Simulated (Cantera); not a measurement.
An adiabatic, constant-volume homogeneous reactor starts with H₂ : O₂ : N₂ = 1 : 0.758 : 2.85 (molar parts), equivalence ratio 0.66, at 1325 K and 4.93 atm.

Computed with Cantera and the H2/O2 subset of GRI-Mech 3.0, which has no nitrogen chemistry. The hydrogen kinetics of GRI-Mech 3.0 are dated; newer H2 mechanisms differ, most at raised pressure.

### Question
Predict: time of steepest temperature rise; temperature at 7.00 s; equilibrium temperature; x(H₂) at 7.00 s; x(O₂) at 7.00 s; x(OH) at 7.00 s; x(H) at 7.00 s; x(H₂O₂) at 7.00 s; x(HO₂) at 7.00 s.

### Answer
- time of steepest temperature rise: 5.78 µs
- temperature at 7.00 s: 2909 K
- equilibrium temperature: 2909 K
- x(H₂) at 7.00 s: 0.00933 (gas-phase equilibrium 0.00933)
- x(O₂) at 7.00 s: 0.0577 (gas-phase equilibrium 0.0577)
- x(OH) at 7.00 s: 0.0259 (gas-phase equilibrium 0.0259)
- x(H) at 7.00 s: 0.00365 (gas-phase equilibrium 0.00365)
- x(H₂O₂) at 7.00 s: 2.45e-6 (gas-phase equilibrium 2.45e-6)
- x(HO₂) at 7.00 s: 3.53e-5 (gas-phase equilibrium 3.53e-5)
